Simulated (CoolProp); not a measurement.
n-butane at 308.78 K and 3.48 MPa is throttled through a valve to 0.637 MPa with no heat exchange. Each further row changes one setting.

Values from CoolProp's reference Helmholtz-energy equation of state, Bücker 2006.

```csv
case,temperature change (K),final phase,final density (kg/m³)
as stated,+0.7,liquid,560
outlet pressure 0.191 MPa,[?],[?],[?]
outlet pressure 0.828 MPa,+0.7,liquid,560
```

**Question.** Complete the blanks.

**Answer.** 
- outlet pressure 0.191 MPa, temperature change (K): -18.2
- outlet pressure 0.191 MPa, final phase: two-phase, vapour fraction 0.126
- outlet pressure 0.191 MPa, final density (kg/m³): 36.7
